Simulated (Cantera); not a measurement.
Cantera run:

```python
import numpy as np
import cantera as ct

gas_names = """
    CL CL2 H HCL H2 Si SiCL SiCL2 SiCL3 SiCL4 SiH SiHCL3 SiH2 SiH2CL2 SiH3 SiH3CL SiH4 Si2 Si3
""".split()
cond_names = """
    Si(cr) Si(L)
""".split()


# ... load() reads the species with a 1 bar reference pressure and builds the phases ...
atoms = {
    'Si': {'Si': 1},
    'HCl': {'H': 1, 'CL': 1},
    'H2': {'H': 2},
}
top_T = {}  # K; cautious upper limits of use, not melting points


# ... equilibrate(T, P, feed) seeds the gas with the atoms and calls Mixture.equilibrate('TP', solver="vcs", rtol=1e-11, max_steps=5000) ...
results = []
T = 1400  # K
P = 25000  # Pa
for m in [3.7, 4.8, 6.2, 7.9, 10, 13, 17]:
    feed = {'Si': 1, 'HCl': m, 'H2': 89}  # mol
    mix = equilibrate(T, P, feed)
    results.append((T, P, feed, dict(zip(mix.species_names, mix.species_moles))))

top = {s: max(r[3][s] / sum(r[3][g] for g in gas_names) for r in results) for s in gas_names}
cols = sorted((s for s in top if top[s] > 1e-05), key=lambda s: -top[s])[:7]
seen = [c for c in cond_names if any(r[3].get(c, 0) > 1e-12 for r in results)]
print("log10 of partial pressures in bar; condensed amounts in mol")
print(f"{'n(HCl)':>10s}" + "".join(f"{s[:9]:>10s}" for s in cols + seen))
for T, P, feed, n in results:
    ng = sum(n[g] for g in gas_names)
    print(f"{feed['HCl']:10.4g}" + "".join(f"{np.log10(max(n[s] / ng * P / 1e5, 1e-99)):10.3f}" for s in cols)
          + "".join(f"{n.get(c, 0):10.4g}" for c in seen))
```

Result:

```
log10 of partial pressures in bar; condensed amounts in mol
    n(HCl)        H2       HCL     SiCL2     SiCL4     SiCL3    SiHCL3   SiH2CL2    Si(cr)
       3.7    -0.618    -2.098    -3.108    -4.665    -4.201    -4.335    -4.828    0.6566
       4.8    -0.622    -2.015    -2.937    -4.324    -3.945    -4.081    -4.661    0.4667
       6.2    -0.626    -1.938    -2.780    -4.010    -3.709    -3.848    -4.509    0.1916
       7.9    -0.633    -1.841    -2.724    -3.752    -3.552    -3.694    -4.458         0
        10    -0.641    -1.718    -2.781    -3.554    -3.482    -3.628    -4.524         0
        13    -0.654    -1.592    -2.861    -3.371    -3.430    -3.582    -4.617         0
        17    -0.670    -1.473    -2.965    -3.220    -3.406    -3.567    -4.736         0
```

Equilibrium computed with Cantera from the NASA thermochemical tables; the gas is ideal and each condensed phase is pure. The tables' values for SiCl3 are old estimates; treat these amounts as uncertain.
